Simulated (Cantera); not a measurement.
Charge: 1 mol MgO, 0.2 mol O₂, 0.44 mol SO₂, held at 1850 K and 13300 Pa.

Cantera equilibrium calculation (NASA polynomials, part measured and part estimated; ideal gas, pure solids and liquids). Candidate condensed phases: Mg, MgO, MgS, MgSO₄, S; 14 gas species. Kinetics and transport are ignored.

Base state: SO₂ 0.686, O₂ 0.312, SO₃ 0.00124, O 0.000295, SO 0.000115 (mole fractions); condensed: MgO(s).

Task: What changes in the equilibrium state with this change: temperature from 1850 K to 1550 K?

Result: 
| species | before | after |
|---|---|---|
| SO₂ | 0.686 | 0.685 |
| O₂ | 0.312 | 0.311 |
| SO₃ | 0.00124 | 0.00407 |
| SO | 0.000115 | 2.58e-6 |
| O | 0.000295 | 1.20e-5 |
| MgO(s), mol | 1.00 | 1.00 |
